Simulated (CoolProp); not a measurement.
Vapour-liquid equilibrium of p-xylene (1) + n-decane (2) at 45.3 kPa; x and y are mole fractions of (1).

Computed with CoolProp (multi-fluid Helmholtz-energy mixture model, Zhou 2012 and Lemmon 2006; pair parameters Bell 2016).

```json
[
 {"x": "0.05", "bubble temperature, mixture model (K)": "(withheld)", "bubble temperature, Raoult's law (K)": "415.4", "y, mixture model": "0.129", "y, Raoult's law": "0.124"},
 {"x": "0.15", "bubble temperature, mixture model (K)": "409.8", "bubble temperature, Raoult's law (K)": "410.5", "y, mixture model": "0.334", "y, Raoult's law": "0.327"},
 {"x": "0.25", "bubble temperature, mixture model (K)": "(withheld)", "bubble temperature, Raoult's law (K)": "406.1", "y, mixture model": "0.488", "y, Raoult's law": "0.484"},
 {"x": "0.35", "bubble temperature, mixture model (K)": "(withheld)", "bubble temperature, Raoult's law (K)": "402.2", "y, mixture model": "0.606", "y, Raoult's law": "0.606"},
 {"x": "0.45", "bubble temperature, mixture model (K)": "(withheld)", "bubble temperature, Raoult's law (K)": "398.6", "y, mixture model": "(withheld)", "y, Raoult's law": "0.704"},
 {"x": "0.55", "bubble temperature, mixture model (K)": "394.7", "bubble temperature, Raoult's law (K)": "395.4", "y, mixture model": "0.776", "y, Raoult's law": "0.783"},
 {"x": "0.65", "bubble temperature, mixture model (K)": "(withheld)", "bubble temperature, Raoult's law (K)": "392.4", "y, mixture model": "0.840", "y, Raoult's law": "0.848"},
 {"x": "0.75", "bubble temperature, mixture model (K)": "389.4", "bubble temperature, Raoult's law (K)": "389.7", "y, mixture model": "(withheld)", "y, Raoult's law": "0.901"},
 {"x": "0.85", "bubble temperature, mixture model (K)": "387.0", "bubble temperature, Raoult's law (K)": "387.2", "y, mixture model": "(withheld)", "y, Raoult's law": "0.946"},
 {"x": "0.95", "bubble temperature, mixture model (K)": "384.8", "bubble temperature, Raoult's law (K)": "384.8", "y, mixture model": "0.981", "y, Raoult's law": "0.983"}
]
```

Q: Some entries are withheld; supply them.

A: 
- 0.05, bubble temperature, mixture model (K): 415.1
- 0.25, bubble temperature, mixture model (K): 405.3
- 0.35, bubble temperature, mixture model (K): 401.3
- 0.45, bubble temperature, mixture model (K): 397.8
- 0.45, y, mixture model: 0.700
- 0.65, bubble temperature, mixture model (K): 391.9
- 0.75, y, mixture model: 0.894
- 0.85, y, mixture model: 0.940

The largest gap from Raoult's law is -0.9 K in bubble temperature, at x = 0.35. No azeotrope shows between x = 0.05 and 0.95.

The pair parameters rest on a limited set of measurements; away from them the model extrapolates.
